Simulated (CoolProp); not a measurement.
Vapour-liquid equilibrium of R22 (1) + C3F8 (R218) (2) at 1.85 bar; x and y are mole fractions of (1).

Model: multi-fluid Helmholtz-energy mixture model, Kamei 1995 and Lemmon 2006; pair parameters Bell 2016, in CoolProp.

```csv
x,"bubble temperature, mixture model (°C)","bubble temperature, Raoult's law (°C)","y, mixture model","y, Raoult's law"
0.05,-25.3,-22.8,0.141,0.059
0.125,(withheld),-23.2,(withheld),0.146
0.2,-30.5,-23.5,0.390,0.231
0.275,-31.9,-23.9,0.458,0.313
0.35,-32.8,-24.3,0.506,0.393
0.425,(withheld),-24.6,0.542,0.470
0.5,-33.5,-24.9,(withheld),0.546
0.575,-33.6,-25.3,0.592,0.619
0.65,-33.6,-25.6,0.615,0.690
0.725,-33.4,-25.9,0.641,0.760
0.8,-33.0,-26.3,(withheld),0.828
0.875,-32.0,-26.6,(withheld),0.894
0.95,-29.8,-26.9,0.857,0.958
```

**Question.** Complete the blanks.

**Answer.** 
- 0.125, bubble temperature, mixture model (°C): -28.4
- 0.125, y, mixture model: 0.290
- 0.425, bubble temperature, mixture model (°C): -33.3
- 0.5, y, mixture model: 0.569
- 0.8, y, mixture model: 0.679
- 0.875, y, mixture model: 0.741

The largest gap from Raoult's law is -8.7 K in bubble temperature, at x = 0.425. y crosses x between x = 0.575 and 0.65: the model has an azeotrope there.

Pair parameters are fitted to limited data, so mixtures are less certain than the pure fluids.
